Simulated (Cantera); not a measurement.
## Dilute partial oxidation

An isothermal, constant-pressure homogeneous reactor starts with CH3OH : O2 : N2 = 0.006 : 0.0034 : 1 (molar parts), equivalence ratio 2.6, at 1100 K and 750 Torr.

Model: GRI-Mech 3.0 (53 species, 325 reactions), integrated in Cantera. GRI-Mech 3.0 was tuned for natural gas; its chemistry of methanol as a main component is partial and can be far from experiment.

```
t (s)      x CH3OH      x O2    x CH2O   x C2H     x CH3    x C2H4
--------  --------  --------  --------  ------  --------  --------
3.00e-6    0.00594   0.00337  5.53e-12  <1e-12  1.57e-11    <1e-12
1.00e-5    0.00594   0.00337  8.45e-11  <1e-12  5.25e-11    <1e-12
3.36e-5    0.00594   0.00337  6.54e-10  <1e-12  1.74e-10    <1e-12
0.000113   0.00594   0.00337   2.79e-9  <1e-12  5.59e-10    <1e-12
0.000377   0.00594   0.00337   1.03e-8  <1e-12   1.65e-9    <1e-12
0.00126    0.00594   0.00337   3.80e-8  <1e-12   3.73e-9    <1e-12
0.00423    0.00594   0.00337   1.43e-7  <1e-12   4.98e-9    <1e-12
0.0142     0.00594   0.00337   5.56e-7  <1e-12   4.66e-9    <1e-12
0.0475     0.00594   0.00337   3.35e-6  <1e-12   3.71e-9  2.68e-12
0.159      0.00568   0.00328  0.000243  <1e-12  7.80e-10  9.23e-12
0.532     3.22e-11  6.24e-11  5.90e-11  <1e-12   6.02e-9  9.77e-11
1.78      6.32e-12  3.35e-12  2.19e-11  <1e-12   1.18e-9  1.91e-10
5.97      1.56e-12    <1e-12  1.69e-11  <1e-12  2.94e-10  1.94e-10
20.0        <1e-12    <1e-12  1.57e-11  <1e-12  8.29e-11  1.92e-10
```
x: mole fraction; the columns are a selection and need not sum to one.

Equilibrium at this temperature and pressure: CH3OH <1e-12, O2 <1e-12, CH2O 1.39e-11, C2H <1e-12, CH3 <1e-12, C2H4 <1e-12 (gas phase only).
